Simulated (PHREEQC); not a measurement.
# Acid rinse or clean

Consider water at 45 °C with 0.0022 mol HF and 0.022 mol FeCl3 per kg of water. Closed to the air; pH follows from the charge balance.

The numbers come from PHREEQC with the ion-association model, wateq4f.dat.

```
Item                     Result
----------------  -------------
pH                         2.02
ionic strength    0.100 mol/kgw
total alkalinity   -46.2 meq/kg
```

| species | molality | activity | log γ |
|---|---|---|---|
| Cl- | 0.0599 | 0.0453 | -0.121 |
| H+ | 0.0116 | 0.00950 | -0.086 |
| FeCl+2 | 0.00555 | 0.00202 | -0.439 |
| Fe+3 | 0.00485 | 0.000814 | -0.775 |
| FeOH+2 | 0.00458 | 0.00167 | -0.439 |
| FeF+2 | 0.00215 | 0.000780 | -0.439 |
| Fe2(OH)2+4 | 0.00208 | 3.44e-5 | -1.781 |
| FeCl2+ | 0.000291 | 0.000226 | -0.111 |
| Fe(OH)2+ | 0.000151 | 0.000118 | -0.107 |
| Fe3(OH)4+5 | 9.10e-5 | 1.50e-7 | -2.782 |
| FeF2+ | 2.27e-5 | 1.76e-5 | -0.110 |
| HF | 9.19e-6 | 9.41e-6 | 0.010 |
| FeCl3 | 9.99e-7 | 1.02e-6 | 0.010 |
| F- | 6.02e-7 | 4.54e-7 | -0.122 |
| FeF3 | 1.32e-8 | 1.35e-8 | 0.010 |

No solid was allowed to form. The solution is supersaturated, for example in Hematite (slow to form), Goethite (slow to form), so a real one may precipitate; this is no full list. Complexes and solids missing from the database can't appear. Away from 25 °C the constants follow the database's enthalpies or fits; those with neither stay at their 25 °C values. Fluoro complexes past AlF4- and FeF3 are missing from the database.
